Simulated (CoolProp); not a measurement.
Vapour-liquid equilibrium of CHF3 (R23) (1) + isobutane (2) at 273.3 K; x and y are mole fractions of (1).

Values from CoolProp's multi-fluid Helmholtz-energy mixture model, Penoncello 2003 and Bücker 2006; pair parameters Bell 2016.

```csv
x,"bubble pressure, mixture model (bar)","bubble pressure, Raoult's law (bar)","y, mixture model","y, Raoult's law"
0.05,(withheld),2.751,0.658,0.455
0.2,12.22,6.272,(withheld),0.799
0.35,16.32,9.793,(withheld),0.895
0.5,18.35,13.31,0.902,0.941
0.65,(withheld),16.83,(withheld),0.967
0.8,(withheld),20.35,(withheld),0.984
0.95,24.07,23.87,0.976,0.997
```

### Question
Some entries are withheld; supply them.

### Answer

- 0.05, bubble pressure, mixture model (bar): 4.816
- 0.2, y, mixture model: 0.856
- 0.35, y, mixture model: 0.889
- 0.65, bubble pressure, mixture model (bar): 19.77
- 0.65, y, mixture model: 0.913
- 0.8, bubble pressure, mixture model (bar): 21.54
- 0.8, y, mixture model: 0.933

The largest gap from Raoult's law is +94.8 % in bubble pressure, at x = 0.2. No azeotrope shows between x = 0.05 and 0.95.

The pair parameters rest on a limited set of measurements; away from them the model extrapolates. With so large a gap from Raoult's law the liquid may split in two, which this calculation doesn't test in full.
